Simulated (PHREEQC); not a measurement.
0.25 g of hydrous ferric oxide (600 m²/g; 0.2 weak and 0.005 strong sites per Fe, Dzombak-Morel constants, diffuse double layer) in 1 kg of water with 0.05 mol/kgw of an inert sodium salt and 0.00032 mol Na2SeO4, at 25 °C; the pH is set by adding NaOH or the inert anion's acid. Oxygen is held at 0.21 atm. CO2 from the air is kept out. Nothing may precipitate in this run.

The numbers come from PHREEQC with the ion-association model, wateq4f.dat.

```
pH    Se sorbed (%)  surface charge σ (C/m²)  surface potential ψ (mV)
----  -------------  -----------------------  ------------------------
4              62.0                    0.100                       105
4.38           59.2                    0.095                       102
4.75           54.6                    0.088                        99
5.12           48.1                    0.079                        93
5.5            39.8                    0.069                        87
5.88           30.3                    0.059                        79
6.25           21.0                    0.049                        71
6.62           12.5                    0.040                        61
7               5.8                    0.030                        50
7.38            2.0                    0.019                        35
7.75            0.5                    0.009                        18
8.12            0.1                    0.000                        -1
8.5             0.0                   -0.011                       -20
8.88            0.0                   -0.022                       -39
9.25            0.0                   -0.036                       -57
9.62            0.0                   -0.053                       -74
10              0.0                   -0.075                       -90
```

Complexes and solids missing from the database can't appear.
